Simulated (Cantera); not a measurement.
Input: 1 mol Si, 1.2 mol HCl, 1.9 mol H2, equilibrated at 1427 °C and 1.60 bar.

Method: chemical equilibrium by Gibbs-energy minimisation in Cantera with the NASA 1993 tables (ideal gas, pure condensed phases). Candidate condensed phases: Si; 19 gas species. The tables' values for SiCl3, SiCl are old estimates; treat these amounts as uncertain. Gases not in the tables: Si2H6 and higher silanes. Rates play no part.

Base state: H2 0.749, HCl 0.137, SiCl2 0.0896, SiCl3 0.0144, SiHCl3 0.00484, SiCl4 0.00457, SiH2Cl2 0.000894, H 0.000101 (mole fractions); condensed: Si(l).

What changes in the equilibrium state with this change: H2 from 1.9 to 5.7 mol?


| species | before | after |
|---|---|---|
| H2 | 0.749 | 0.870 |
| HCl | 0.137 | 0.0904 |
| SiCl2 | 0.0896 | 0.0336 |
| SiCl3 | 0.0144 | 0.00332 |
| SiCl4 | 0.00457 | 0.000644 |
| SiHCl3 | 0.00484 | 0.00120 |
| SiH2Cl2 | 0.000894 | 0.000390 |
| Si(l), mol | 0.652 | 0.730 |
The tables' values for SiCl3 are old estimates; treat these amounts as uncertain.

What changes in the equilibrium state with this change: pressure from 1.60 bar to 0.110 bar?


```csv
species,before,after
H2,0.749,0.734
HCl,0.137,0.150
SiCl2,0.0896,0.110
SiCl3,0.0144,0.00513
SiH3Cl,5.01e-5,3.70e-6
SiH2Cl2,0.000894,7.38e-5
"Si(l), mol",0.652,0.642
```
